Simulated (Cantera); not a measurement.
Pyrogenic steam for wet oxidation

A perfectly stirred reactor is fed with 38.2 % H₂, 29.4 % O₂, 32.4 % N₂, equivalence ratio 0.65, at 0.188 atm; it is held at 1325 K, and followed from long to short residence time.

Detailed kinetics in Cantera: the H2/O2 subset of GRI-Mech 3.0, which has no nitrogen chemistry. The temperature is held fixed by assumption; the heat of reaction is taken as removed at once.

| τ (s) | x H₂ | x O₂ | x O | x H | x HO₂ | x H₂O |
|---|---|---|---|---|---|---|
| 16 | 4.85e-5 | 0.127 | 1.43e-5 | 1.42e-6 | 1.05e-6 | 0.472 |
| 4.6 | 0.000112 | 0.127 | 3.35e-5 | 5.02e-6 | 2.29e-6 | 0.472 |
| 1.3 | 0.000260 | 0.127 | 7.98e-5 | 1.80e-5 | 4.88e-6 | 0.472 |
| 0.39 | 0.000581 | 0.127 | 0.000183 | 6.10e-5 | 9.43e-6 | 0.471 |
| 0.12 | 0.00127 | 0.127 | 0.000409 | 0.000200 | 1.64e-5 | 0.470 |
| 0.034 | 0.00288 | 0.127 | 0.000962 | 0.000705 | 2.57e-5 | 0.467 |
| 0.0099 | 0.00629 | 0.128 | 0.00218 | 0.00238 | 3.44e-5 | 0.460 |
| 0.0029 | 0.0132 | 0.130 | 0.00481 | 0.00768 | 4.07e-5 | 0.445 |
| 0.00085 | 0.0261 | 0.134 | 0.0101 | 0.0229 | 4.38e-5 | 0.413 |
x: mole fraction; the columns are a selection and need not sum to one.
